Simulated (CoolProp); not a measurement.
Nitrogen at 282.33 K and 1.98 MPa is compressed adiabatically to 3.54 MPa with isentropic efficiency 0.7. Each further row changes one setting.

The numbers come from the reference Helmholtz-energy equation of state, Span 2000 in CoolProp.

| case | work (kJ/kg) | final temperature (K) | final density (kg/m³) |
|---|---|---|---|
| as stated | 75.6 | 355.1 | 33.4 |
| efficiency 1 | 53.0 | 334.1 | 35.6 |
| efficiency 0.65 | 81.5 | 360.5 | 32.8 |
